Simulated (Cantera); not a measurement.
A closed system holds: 1 mol CO2, 0.072 mol SO2, 4 mol O2, equilibrated at 2900 °C and 100 Torr.

Method: chemical equilibrium by Gibbs-energy minimisation in Cantera with the NASA 1993 tables (ideal gas, pure condensed phases). Candidate condensed phases: C, S; 22 gas species. The numbers say what is thermodynamically allowed, not how fast it happens.

Base state: O2 0.468, O 0.372, CO 0.106, CO2 0.0439, SO2 0.00704, SO 0.00341, S 0.000328 (mole fractions); condensed: gas only.

**Question.** What changes in the equilibrium state with this change: pressure from 100 Torr to 150000 Torr?

**Answer.** 
```csv
species,before,after
O2,0.468,0.778
CO2,0.0439,0.186
SO2,0.00704,0.0138
O,0.372,0.0124
CO,0.106,0.00898
S,0.000328,2.57e-7
SO3,1.29e-6,0.000126
O3,2.25e-7,1.87e-5
```
The ideal-gas law is rough above about 30 bar.
